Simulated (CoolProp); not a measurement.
Properties of tetrahydrofuran along the isotherm 544.1 K.

Values from CoolProp's reference Helmholtz-energy equation of state, Fiedler 2023.

```csv
p (MPa),phase,Z,cv (kJ/(kg K)),speed of sound (m/s),Joule-Thomson coefficient (K/MPa),isothermal compressibility (1/MPa),fugacity coefficient
6.63,supercritical,0.2221,2.056,219.0,3.093,0.09230,0.5656
13.3,supercritical,0.3661,2.030,…,…,0.01327,0.3433
19.9,supercritical,0.5135,2.024,534.0,…,0.007464,0.2734
26.5,supercritical,0.6562,2.022,614.5,0.01229,0.005263,0.2425
33.2,supercritical,0.7971,2.021,681.5,-0.07296,0.004080,0.2279
39.8,supercritical,…,2.021,738.3,-0.1273,0.003354,0.2223
46.4,supercritical,1.065,2.022,788.7,-0.1656,0.002856,0.2223
53,supercritical,…,2.022,…,-0.1940,0.002491,0.2261
```

Problem. What belongs in the gaps?

Solution. 
- 13.3, speed of sound (m/s): 425.9
- 13.3, Joule-Thomson coefficient (K/MPa): 0.5066
- 19.9, Joule-Thomson coefficient (K/MPa): 0.1609
- 39.8, Z: 0.9325
- 53, Z: 1.196
- 53, speed of sound (m/s): 834.3
